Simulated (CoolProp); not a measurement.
A simple Rankine cycle with R11: condensing at 324.15 K, boiler at 1.68 MPa, turbine inlet 411.9 K, turbine efficiency 0.8, pump efficiency 0.8, no recuperator. Each further row changes one setting.

Model: reference Helmholtz-energy equation of state, Jacobsen 1992, in CoolProp.

```
case                             thermal efficiency (%)  net work (kJ/kg)  heat in (kJ/kg)  turbine exit temperature (K)  volume ratio over the turbine
-------------------------------  ----------------------  ----------------  ---------------  ----------------------------  -----------------------------
as stated                                           ___              28.1              207                           ___                           7.16
turbine inlet 431.9 K                              13.7               ___              224                           ___                           6.88
condensing temperature 316.15 K                     ___              31.6              215                           ___                           8.99
boiler pressure 1.18 MPa                           11.7              25.2              216                         355.2                           4.75
turbine efficiency 0.7                             11.8              24.4              207                         343.1                           7.31
```

### Question
Some entries are withheld; supply them.

### Answer

- as stated, thermal efficiency (%): 13.5
- as stated, turbine exit temperature (K): 337.4
- turbine inlet 431.9 K, net work (kJ/kg): 30.8
- turbine inlet 431.9 K, turbine exit temperature (K): 359.0
- condensing temperature 316.15 K, thermal efficiency (%): 14.7
- condensing temperature 316.15 K, turbine exit temperature (K): 330.5
